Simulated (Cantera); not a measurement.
A closed system holds: 1 mol CsOH, 0.11 mol H2, equilibrated at 1425 °C and 1650 Torr.

These are equilibrium values from Cantera (NASA tables, ideal gas, pure condensed phases), not measurements of a reactor. Candidate condensed phases: Cs, CsOH, H2O; 15 gas species. Rates play no part.

Base state: CsOH 0.757, H2O 0.0982, Cs 0.0980, H2 0.0453, Cs2(OH)2 0.00141, Cs2 0.000111, H 2.07e-5 (mole fractions); condensed: gas only.

Question: What changes in the equilibrium state with this change: H2 from 0.11 to 0.91 mol?

Answer: 
```
species     before     after
--------  --------  --------
H2          0.0453     0.389
CsOH         0.757     0.374
H2O         0.0982     0.118
Cs          0.0980     0.118
Cs2(OH)2   0.00141  0.000343
H          2.07e-5   6.08e-5
Cs2       0.000111  0.000160
```
